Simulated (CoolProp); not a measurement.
Properties of normal hydrogen at several states.

The numbers come from the reference Helmholtz-energy equation of state, Leachman 2009 in CoolProp.

```tsv
T (K)	p (MPa)	phase	density (kg/m³)	cp (kJ/(kg K))	Joule-Thomson coefficient (K/MPa)	viscosity (µPa s)	conductivity (mW/(m K))
615.4	0.179	gas	0.07048	14.56	-0.5530	14.7	315
541.9	0.0373	gas	0.01669	14.52	-0.5272	13.5	287
479.1	0.175	gas	0.08850	14.51	-0.4953	12.4	263
905.2	0.463	gas	0.1239	14.84	-0.5896	19.3	424
164.3	0.0138	gas	0.02036	12.91	0.2395	5.88	110
119.1	0.0529	gas	0.1077	11.77	0.8404	4.68	80.5
```

Viscosity comes from a separate model (Muzny 2013). Thermal conductivity comes from a separate model (Assael 2011).
